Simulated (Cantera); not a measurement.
Charge: 1 mol LiOH, 8 mol H₂O, held at 0.0110 bar.

Method: chemical equilibrium by Gibbs-energy minimisation in Cantera with the NASA 1993 tables (ideal gas, pure condensed phases). Candidate condensed phases: H₂O, Li, LiH, LiOH, Li₂O; 17 gas species. Rates play no part.

Which condensed phases are stable at each of these points (T (K)): 1000, 1100, 1200, 1300, 1400, 1500, 1600, 1700, 1800, 1900, 2000, 2100, 2200?


| T (K) | condensed phases | Li condensed (%) |
|---|---|---|
| 1000 | Li₂O(s) | 99.8 |
| 1100 | Li₂O(s) | 98.6 |
| 1200 | Li₂O(s) | 92.9 |
| 1300 | Li₂O(s) | 71.9 |
| 1400 | Li₂O(s) | 9.0 |
| 1500 | gas only | 0.0 |
| 1600 | gas only | 0.0 |
| 1700 | gas only | 0.0 |
| 1800 | gas only | 0.0 |
| 1900 | gas only | 0.0 |
| 2000 | gas only | 0.0 |
| 2100 | gas only | 0.0 |
| 2200 | gas only | 0.0 |

From 1000 K to 1400 K the condensed part is Li₂O(s). From 1500 K to 2200 K nothing is condensed.
